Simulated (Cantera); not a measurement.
## SiH2Cl2 + NO (silicon oxide and oxynitride deposition)

Charge: 1 mol SiH2Cl2, 1.2 mol NO, at 1750 K and 13.3 mbar.

Equilibrium computed with Cantera from the NASA thermochemical tables; the gas is ideal and each condensed phase is pure. Candidate condensed phases: H2O, NH4Cl, Si, SiO2, Si2N2O, Si3N4; 47 gas species. The tables' values for SiCl3, SiCl are old estimates; treat these amounts as uncertain. The tables hold silica as quartz up to 1696 K and as liquid above; real silica turns to tridymite and cristobalite and melts near 1996 K. Rates play no part.

```yaml
x(HCl): 0.517
x(N2): 0.202
x(SiO): 0.128
x(H2): 0.0780
x(SiCl2): 0.0605
x(SiCl3): 0.00820
x(Cl): 0.00288
x(SiCl4): 0.00197
x(H): 0.000563
n(SiO2(condensed)): 0.410 mol
gas_amount: 2.967 mol
log10 activity of Si(l) (absent): -2.27
```
